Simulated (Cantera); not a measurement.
**Low-pressure radical oxidation in H2/O2**

An isothermal, constant-pressure homogeneous reactor starts with 9.91 % H₂, 90.1 % O₂, equivalence ratio 0.055, at 1300 K and 0.00197 atm.

Cantera simulation using GRI-Mech 3.0 (53 species, 325 reactions); the numbers are that mechanism's predictions, not measurements. Radical loss at walls, strong at low pressure, is not modelled. The temperature is held fixed by assumption; the heat of reaction is taken as removed at once.

```json
[
 {"t (s)": "0.000100", "x H₂": "0.0991", "x O₂": "0.901", "x H": "5.86e-9", "x OH": "1.35e-9", "x H₂O": "2.52e-10", "x HO₂": "7.04e-9"},
 {"t (s)": "0.000315", "x H₂": "0.0991", "x O₂": "0.901", "x H": "1.68e-8", "x OH": "9.52e-9", "x H₂O": "5.90e-9", "x HO₂": "2.22e-8"},
 {"t (s)": "0.000992", "x H₂": "0.0991", "x O₂": "0.901", "x H": "9.89e-8", "x OH": "8.66e-8", "x H₂O": "1.46e-7", "x HO₂": "6.98e-8"},
 {"t (s)": "0.00312", "x H₂": "0.0991", "x O₂": "0.901", "x H": "1.06e-5", "x OH": "1.00e-5", "x H₂O": "2.43e-5", "x HO₂": "2.21e-7"},
 {"t (s)": "0.00984", "x H₂": "0.00508", "x O₂": "0.831", "x H": "0.0240", "x OH": "0.00977", "x H₂O": "0.0771", "x HO₂": "6.77e-7"},
 {"t (s)": "0.0310", "x H₂": "0.00283", "x O₂": "0.828", "x H": "0.0213", "x OH": "0.00805", "x H₂O": "0.0817", "x HO₂": "6.51e-7"},
 {"t (s)": "0.0976", "x H₂": "0.00272", "x O₂": "0.831", "x H": "0.0198", "x OH": "0.00791", "x H₂O": "0.0829", "x HO₂": "6.51e-7"},
 {"t (s)": "0.307", "x H₂": "0.00239", "x O₂": "0.841", "x H": "0.0158", "x OH": "0.00745", "x H₂O": "0.0863", "x HO₂": "6.46e-7"},
 {"t (s)": "0.968", "x H₂": "0.00157", "x O₂": "0.862", "x H": "0.00787", "x OH": "0.00612", "x H₂O": "0.0933", "x HO₂": "6.06e-7"},
 {"t (s)": "3.05", "x H₂": "0.000507", "x O₂": "0.885", "x H": "0.00135", "x OH": "0.00352", "x H₂O": "0.101", "x HO₂": "4.23e-7"},
 {"t (s)": "9.60", "x H₂": "7.51e-5", "x O₂": "0.894", "x H": "7.56e-5", "x OH": "0.00136", "x H₂O": "0.103", "x HO₂": "1.49e-7"},
 {"t (s)": "30.2", "x H₂": "9.72e-6", "x O₂": "0.895", "x H": "3.50e-6", "x OH": "0.000491", "x H₂O": "0.104", "x HO₂": "3.41e-8"},
 {"t (s)": "95.3", "x H₂": "1.62e-6", "x O₂": "0.896", "x H": "2.38e-7", "x OH": "0.000200", "x H₂O": "0.104", "x HO₂": "1.49e-8"},
 {"t (s)": "300", "x H₂": "3.89e-7", "x O₂": "0.896", "x H": "2.81e-8", "x OH": "9.82e-5", "x H₂O": "0.104", "x HO₂": "1.90e-8"}
]
```
x: mole fraction; the columns are a selection and need not sum to one.

Equilibrium at this temperature and pressure: H₂ 2.15e-7, O₂ 0.896, H 1.16e-8, OH 7.31e-5, H₂O 0.104, HO₂ 2.40e-8 (gas phase only).
